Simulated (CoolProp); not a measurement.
Model: reference Helmholtz-energy equation of state, Platzer 1990, in CoolProp. This equation is an older, rougher fit; its heat capacities, sound speeds and derivatives of the liquid may be far off and weren't checked against measurements.

Problem. Give the vapour pressure (kPa), vapour density (kg/m³), liquid viscosity (µPa s), liquid conductivity (mW/(m K)) of saturated c-C4F8 (RC318) at 25.15, 64.65 °C.

Solution. 
| T (°C) | p (kPa) | vapour density (kg/m³) | liquid viscosity (µPa s) | liquid conductivity (mW/(m K)) |
|---|---|---|---|---|
| 25.15 | 314 | 28.2 | 362 | 65.2 |
| 64.65 | 941 | 86.8 | 202 | 54.2 |

Viscosity comes from a separate model (Huber 2003), an estimate that may be off by 10 % or more. Thermal conductivity comes from a separate model (Huber 2003), an estimate that may be off by 10 % or more.
